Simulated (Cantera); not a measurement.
# Premixed flame

A freely propagating, adiabatic, planar premixed flame of 28.6 % H₂, 14.3 % O₂, 53.7 % N₂, 3.43 % H₂O, unburnt at 600 K and 750 Torr; unity-Lewis-number transport, grid criteria slope 0.08 and curve 0.16, no radiation.

Model: the H2/O2 subset of GRI-Mech 3.0, which has no nitrogen chemistry, integrated in Cantera. Unity Lewis numbers drop preferential diffusion, which matters most where H2 and H carry the flame. Burning velocities carry a grid error of a few per cent, more on coarse grids.

```csv
z (mm),T (K),u (m/s),x H₂,x O₂,x H₂O,x H₂O₂,x HO₂,x OH
-1.06,600,4.70,0.286,0.143,0.0343,<1e-8,<1e-8,<1e-8
-0.704,600,4.70,0.286,0.143,0.0343,<1e-8,2.13e-8,<1e-8
-0.528,600,4.70,0.286,0.143,0.0343,<1e-8,1.98e-7,<1e-8
-0.352,601,4.71,0.286,0.143,0.0344,9.85e-8,3.48e-6,<1e-8
-0.176,631,4.93,0.282,0.141,0.0382,3.83e-6,0.000148,9.01e-6
-0.0880,846,6.53,0.253,0.127,0.0699,8.58e-6,0.000221,0.000498
0,1290,9.68,0.144,0.0777,0.169,4.93e-6,8.21e-5,0.00408
0.0880,1580,11.6,0.0649,0.0387,0.241,3.03e-6,3.31e-5,0.0113
0.176,1726,12.5,0.0524,0.0294,0.260,1.80e-6,2.16e-5,0.0148
0.352,1885,13.5,0.0493,0.0249,0.273,9.45e-7,1.50e-5,0.0170
0.704,2045,14.5,0.0451,0.0208,0.288,5.29e-7,9.99e-6,0.0179
1.41,2192,15.3,0.0391,0.0168,0.303,3.43e-7,6.34e-6,0.0173
2.82,2315,16.0,0.0322,0.0130,0.318,2.56e-7,4.04e-6,0.0154
```
x: mole fraction of selected species; z is measured from the peak of heat release.

```yaml
laminar_burning_velocity: 470 cm/s
thermal_thickness: 0.352 mm
peak x(H₂O₂): 8.66e-6
peak x(HO₂): 0.000270
peak x(OH): 0.0179
grid_points: 122
```
